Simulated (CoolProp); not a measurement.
Vapour pressure (bar) of CF4 (R14): the reference equation beside estimates from Tc = 227.4 K, pc = 37.62 bar, ω = 0.178. Clausius-Clapeyron is anchored at 169.9 K with a constant enthalpy of vaporisation of 10.46 kJ/mol.

The numbers come from the reference Helmholtz-energy equation of state, Platzer 1990 in CoolProp. This equation is an older, rougher fit; its heat capacities, sound speeds and derivatives of the liquid may be far off and weren't checked against measurements.

```json
[
 {"T (K)": "158.6", "reference": "2.394", "Clausius-Clapeyron": "2.587", "van der Waals": "(withheld)", "Redlich-Kwong": "3.190", "Soave-Redlich-Kwong": "2.411"},
 {"T (K)": "164.3", "reference": "3.285", "Clausius-Clapeyron": "3.406", "van der Waals": "8.848", "Redlich-Kwong": "4.274", "Soave-Redlich-Kwong": "3.319"},
 {"T (K)": "169.9", "reference": "4.384", "Clausius-Clapeyron": "4.384", "van der Waals": "10.43", "Redlich-Kwong": "(withheld)", "Soave-Redlich-Kwong": "4.440"},
 {"T (K)": "175.5", "reference": "5.736", "Clausius-Clapeyron": "5.552", "van der Waals": "12.19", "Redlich-Kwong": "7.127", "Soave-Redlich-Kwong": "5.823"},
 {"T (K)": "181.2", "reference": "(withheld)", "Clausius-Clapeyron": "(withheld)", "van der Waals": "14.16", "Redlich-Kwong": "8.996", "Soave-Redlich-Kwong": "7.536"},
 {"T (K)": "186.8", "reference": "9.378", "Clausius-Clapeyron": "8.565", "van der Waals": "16.29", "Redlich-Kwong": "11.14", "Soave-Redlich-Kwong": "(withheld)"},
 {"T (K)": "192.4", "reference": "11.71", "Clausius-Clapeyron": "10.42", "van der Waals": "18.60", "Redlich-Kwong": "13.60", "Soave-Redlich-Kwong": "11.94"},
 {"T (K)": "198", "reference": "14.44", "Clausius-Clapeyron": "12.54", "van der Waals": "21.10", "Redlich-Kwong": "16.42", "Soave-Redlich-Kwong": "14.74"}
]
```

Complete the blanks.


- 158.6, van der Waals: 7.403
- 169.9, Redlich-Kwong: 5.573
- 181.2, reference: 7.408
- 181.2, Clausius-Clapeyron: 6.956
- 186.8, Soave-Redlich-Kwong: 9.555

Absolute difference from the reference over all 8 rows, mean and median: Clausius-Clapeyron 6.7 and 7.1 %, van der Waals 112.4 and 101.8 %, Redlich-Kwong 23.1 and 22.8 %, Soave-Redlich-Kwong 1.5 and 1.6 %.
